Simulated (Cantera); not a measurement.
# Stirred combustor or abatement burner

A perfectly stirred reactor is fed with 11.2 % CH₄, 18.7 % O₂, 70.1 % N₂, at 101000 Pa; it is adiabatic with a 550 K inlet, and is followed from long to short residence time, starting on the burning branch (τ in s: 0.28, 0.1, 0.038, 0.014, 0.0053, 0.002, 0.00073, 0.00027, 0.0001, 3.8e-05, 1.4e-05, 5.2e-06).

Cantera simulation using GRI-Mech 3.0 (53 species, 325 reactions); the numbers are that mechanism's predictions, not measurements.

| τ (s) | T (K) | x CH₄ | x O₂ | x NO | x HCO | x H | x H₂O | x CH₂CO |
|---|---|---|---|---|---|---|---|---|
| 0.28 | 2296 | 2.76e-6 | 0.000325 | 0.000516 | 2.88e-8 | 0.00180 | 0.188 | 2.48e-9 |
| 0.10 | 2289 | 5.92e-6 | 0.000458 | 0.000538 | 5.29e-8 | 0.00212 | 0.187 | 5.70e-9 |
| 0.038 | 2278 | 1.09e-5 | 0.000719 | 0.000552 | 1.10e-7 | 0.00267 | 0.186 | 1.11e-8 |
| 0.014 | 2259 | 1.98e-5 | 0.00122 | 0.000542 | 2.53e-7 | 0.00359 | 0.184 | 2.03e-8 |
| 0.0053 | 2231 | 3.58e-5 | 0.00207 | 0.000495 | 5.89e-7 | 0.00493 | 0.182 | 3.51e-8 |
| 0.0020 | 2191 | 6.87e-5 | 0.00338 | 0.000409 | 1.40e-6 | 0.00675 | 0.179 | 6.46e-8 |
| 0.00073 | 2141 | 0.000148 | 0.00532 | 0.000303 | 3.50e-6 | 0.00899 | 0.175 | 1.47e-7 |
| 0.00027 | 2084 | 0.000355 | 0.00821 | 0.000206 | 8.88e-6 | 0.0109 | 0.171 | 4.70e-7 |
| 0.00010 | 2012 | 0.00108 | 0.0142 | 0.000120 | 2.40e-5 | 0.0110 | 0.167 | 2.68e-6 |
| 3.8e-5 | 550 | 0.112 | 0.187 | <1e-12 | <1e-12 | <1e-12 | <1e-12 | <1e-12 |
| 1.4e-5 | 550 | 0.112 | 0.187 | <1e-12 | <1e-12 | <1e-12 | <1e-12 | <1e-12 |
| 5.2e-6 | 550 | 0.112 | 0.187 | <1e-12 | <1e-12 | <1e-12 | <1e-12 | <1e-12 |
x: mole fraction; the columns are a selection and need not sum to one.
